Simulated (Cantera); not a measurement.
Feed: 1 mol C2H6, 17 mol H2, held at 2325 °C and 35.0 mbar.

Method: chemical equilibrium by Gibbs-energy minimisation in Cantera with the NASA 1993 tables (ideal gas, pure condensed phases). Candidate condensed phases: C, C6H6, C7H8, C8H18; 76 gas species. Kinetics and transport are ignored.

Base state: H2 0.804, H 0.183, C2H2 (acetylene) 0.0129, C2H 0.000258, C4H2 8.64e-5, C3 6.16e-5, C 1.74e-5, C2H2 (vinylidene) 1.39e-5 (mole fractions); condensed: C(graphite).

Task: What changes in the equilibrium state with this change: temperature from 2325 °C to 2227 °C?

Result: 
| species | before | after |
|---|---|---|
| H2 | 0.804 | 0.865 |
| H | 0.183 | 0.125 |
| C2H2 (acetylene) | 0.0129 | 0.00936 |
| C3 | 6.16e-5 | 1.42e-5 |
| C | 1.74e-5 | 4.76e-6 |
| C2H | 0.000258 | 9.71e-5 |
| C(graphite), mol | 1.41 | 1.59 |

Task: What changes in the equilibrium state with this change: temperature from 2325 °C to 1125 °C?

Result: 
| species | before | after |
|---|---|---|
| H2 | 0.804 | 1.000 |
| CH4 | 2.92e-6 | 0.000153 |
| H | 0.183 | 2.53e-5 |
| C2H2 (acetylene) | 0.0129 | 2.45e-6 |
| C2H | 0.000258 | <1e-9 |
| C4H2 | 8.64e-5 | <1e-9 |
| C3 | 6.16e-5 | <1e-9 |
| C(graphite), mol | 1.41 | 2.00 |
